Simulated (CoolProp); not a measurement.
Aqueous propylene glycol as a coolant, at -9 °C, 1 atm.

Computed with CoolProp (Melinder's fits for secondary coolants).

```
mass %  freezing point (°C)  viscosity (mPa s)  cp (kJ/(kg K))  conductivity (W/(m K))  Prandtl number
------  -------------------  -----------------  --------------  ----------------------  --------------
29                    -12.2         (withheld)           3.793                   0.425            97.8
33.1             (withheld)               13.9           3.730                   0.409             127
37.3                  -18.2         (withheld)      (withheld)                   0.393             166
41.4                  -21.9               22.5           3.586              (withheld)             214
45.6                  -26.5               28.3           3.506                   0.361             274
```

Problem. Some entries are withheld; supply them.

Solution. 
- 29, viscosity (mPa s): 11.0
- 33.1, freezing point (°C): -14.9
- 37.3, viscosity (mPa s): 17.8
- 37.3, cp (kJ/(kg K)): 3.660
- 41.4, conductivity (W/(m K)): 0.377
